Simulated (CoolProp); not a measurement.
The fluid at 352.18 K and 0.45 MPa (liquid) is heated at constant pressure to 549.8 K. The same conditions are run with several fluids, on thermodynamics alone (safety and materials aside).

Computed with CoolProp (reference Helmholtz-energy equation of state of each fluid (n-undecane: Aleksandrov 2011; hexamethyldisiloxane (MM): Thol 2016; p-xylene: Zhou 2012; dodecamethylcyclohexasiloxane (D6): Colonna 2008)).

### Question
Rank n-undecane, hexamethyldisiloxane (MM), p-xylene, dodecamethylcyclohexasiloxane (D6) by heat (kJ/kg), highest first.

### Answer
n-undecane (765), p-xylene (705), hexamethyldisiloxane (MM) (572), dodecamethylcyclohexasiloxane (D6) (372)

```csv
fluid,final phase,final density (kg/m³)
n-undecane,gas,18.7
hexamethyldisiloxane (MM),gas,17.2
p-xylene,gas,11.3
dodecamethylcyclohexasiloxane (D6),liquid,659
```
